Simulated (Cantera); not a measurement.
**Gas-phase reforming**

An isothermal, constant-pressure homogeneous reactor starts with 54.9 % CH4, 45.1 % H2O, at 1775 K and 10.0 bar.

Model: GRI-Mech 3.0 (53 species, 325 reactions), integrated in Cantera.

| t (s) | x CH4 | x H2O | x CH2CO | x CO2 | x CO | x H |
|---|---|---|---|---|---|---|
| 4.00e-6 | 0.547 | 0.450 | 1.97e-11 | 6.03e-12 | 9.25e-8 | 1.70e-6 |
| 1.90e-5 | 0.536 | 0.449 | 1.29e-8 | 5.20e-9 | 9.27e-6 | 3.53e-6 |
| 9.06e-5 | 0.473 | 0.436 | 4.22e-6 | 1.44e-6 | 0.000329 | 1.34e-5 |
| 0.000431 | 0.314 | 0.385 | 4.56e-5 | 4.28e-5 | 0.00190 | 3.26e-5 |
| 0.00205 | 0.149 | 0.326 | 6.39e-5 | 0.000600 | 0.00840 | 5.26e-5 |
| 0.00976 | 0.0860 | 0.267 | 5.15e-5 | 0.00419 | 0.0340 | 6.44e-5 |
| 0.0464 | 0.0804 | 0.170 | 2.15e-5 | 0.00806 | 0.100 | 6.92e-5 |
| 0.221 | 0.0628 | 0.0690 | 5.41e-6 | 0.00509 | 0.178 | 7.44e-5 |
| 1.05 | 0.0429 | 0.0148 | 1.89e-6 | 0.00125 | 0.222 | 7.75e-5 |
| 5.00 | 0.0353 | 0.000414 | 1.38e-6 | 3.59e-5 | 0.233 | 7.84e-5 |
x: mole fraction; the columns are a selection and need not sum to one.

Equilibrium at this temperature and pressure: CH4 0.0351, H2O 6.68e-5, CH2CO 1.37e-6, CO2 5.80e-6, CO 0.233, H 7.84e-5 (gas phase only).
